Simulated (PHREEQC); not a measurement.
Make-up at 25 °C: 0.017 mol/kgw ZnSO4 and 0.047 mol/kgw NaF. Closed to the air; pH follows from the charge balance.

Computed with PHREEQC (ion-association model, wateq4f.dat).

| quantity | before | after |
|---|---|---|
| pH | 6.50 | 6.99 |
| ionic strength (mol/kgw) | 0.0894 | 0.262 |
| SO4-2 (mol/kgw) | 0.0112 | 0.0116 |
| Zn+2 (mol/kgw) | 0.0100 | 0.00817 |
| ZnSO4 (mol/kgw) | 0.00410 | 0.00168 |
| SI of Zincite(c) (ZnO) | -0.53 | +0.22 |

Problem. Which change was made?
A. temperature from 25 to 45 °C
B. ZnSO4 from 0.017 to 0.0034 mol/kgw
C. NaF replaced by Na2CO3 at the same molality
D. diluted 2-fold with water
E. NaF from 0.047 to 0.235 mol/kgw

Solution. E, NaF from 0.047 to 0.235 mol/kgw

This is a speciation only: nothing precipitates in the calculation. Some of these states are supersaturated (in Zn4(OH)6SO4, Zincite(c) (slow to form), for instance).
